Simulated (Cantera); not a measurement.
Standard-state values (1 bar) from the NASA 1993 polynomials, evaluated with Cantera. Values are per mole of reaction as written; species without (g) are pure solids or liquids, kept so even where they would boil at 1 bar. The tables' values for SiF2 are old estimates.

### Question
Between 300 and 1323 K, where is each reaction favourable under standard conditions?
- 3 SiF2(g) + 6 NH3(g) = Si3N4 + 9 H2(g) + 2 NF3(g)

### Answer
- 3 SiF2(g) + 6 NH3(g) = Si3N4 + 9 H2(g) + 2 NF3(g): ΔG° is 1066 kJ at 300 K and 1079 kJ at 1323 K; it stays positive (K < 1). ΔH° is 1131 kJ and ΔS° 39 J/K at 1323 K.
